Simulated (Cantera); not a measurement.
Input (Python, Cantera) and output of one run.

```python
import numpy as np
import cantera as ct

gas_names = """
    H HNO HNO2 HNO3 HO2 H2 H2O H2O2 N NH NH2 NH3 NH2OH NO NO2 NO3 N2 N2H2 N2H4 N2O O OH O2 O3
""".split()
cond_names = """
    H2O(s) H2O(L)
""".split()


# ... load() reads the species with a 1 bar reference pressure and builds the phases ...
atoms = {
    'N2O': {'N': 2, 'O': 1},
    'H2O': {'H': 2, 'O': 1},
    'N2': {'N': 2},
}
top_T = {}  # K; cautious upper limits of use, not melting points


# ... equilibrate(T, P, feed) seeds the gas with the atoms and calls Mixture.equilibrate('TP', solver="vcs", rtol=1e-11, max_steps=5000) ...
results = []
feed = {'N2O': 1, 'H2O': 0.32, 'N2': 1.7}  # mol
P = 1000  # Pa
for T in [525, 725, 925, 1125, 1325, 1525, 1725, 1925]:
    mix = equilibrate(T, P, feed)
    results.append((T, P, feed, dict(zip(mix.species_names, mix.species_moles))))

top = {s: max(r[3][s] / sum(r[3][g] for g in gas_names) for r in results) for s in gas_names}
cols = sorted((s for s in top if top[s] > 1e-05), key=lambda s: -top[s])[:5]
seen = [c for c in cond_names if any(r[3].get(c, 0) > 1e-12 for r in results)]
print("log10 of partial pressures in bar; condensed amounts in mol")
print(f"{'T/K':>10s}" + "".join(f"{s[:9]:>10s}" for s in cols + seen))
for T, P, feed, n in results:
    ng = sum(n[g] for g in gas_names)
    print(f"{T:10.4g}" + "".join(f"{np.log10(max(n[s] / ng * P / 1e5, 1e-99)):10.3f}" for s in cols)
          + "".join(f"{n.get(c, 0):10.4g}" for c in seen))
```

Output:

```
log10 of partial pressures in bar; condensed amounts in mol
       T/K        N2        O2       H2O        NO        OH
       525    -2.115    -2.848    -3.041   -10.913   -16.154
       725    -2.115    -2.848    -3.041    -8.406   -11.717
       925    -2.115    -2.848    -3.041    -6.983    -9.191
      1125    -2.115    -2.848    -3.041    -6.065    -7.559
      1325    -2.115    -2.848    -3.041    -5.424    -6.419
      1525    -2.116    -2.850    -3.042    -4.952    -5.578
      1725    -2.116    -2.853    -3.045    -4.591    -4.933
      1925    -2.117    -2.860    -3.054    -4.307    -4.427
```

Equilibrium computed with Cantera from the NASA thermochemical tables; the gas is ideal and each condensed phase is pure.
